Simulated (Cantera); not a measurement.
An adiabatic, constant-pressure homogeneous reactor starts with C3H8 : O2 : N2 = 1 : 8.93 : 33.6 (molar parts), equivalence ratio 0.56, at 1425 K and 3.45 atm.

Computed with Cantera and GRI-Mech 3.0 (53 species, 325 reactions). GRI-Mech 3.0 was tuned for natural gas; its chemistry of propane as a main component is partial and can be far from experiment.

One state of this run: T (K) = 2507; x C3H8 = <1e-12; x O2 = 0.0872; x CO2 = 0.0619; x CH2O = 7.11e-12; x H2 = 0.00106; x H2O = 0.0837. x: mole fraction; the columns are a selection and need not sum to one.

### Question
Which value of t (s) does it belong to?
A. 0.000200
B. 2.00
C. 0.431
D. 0.0200

### Answer
A, 0.000200
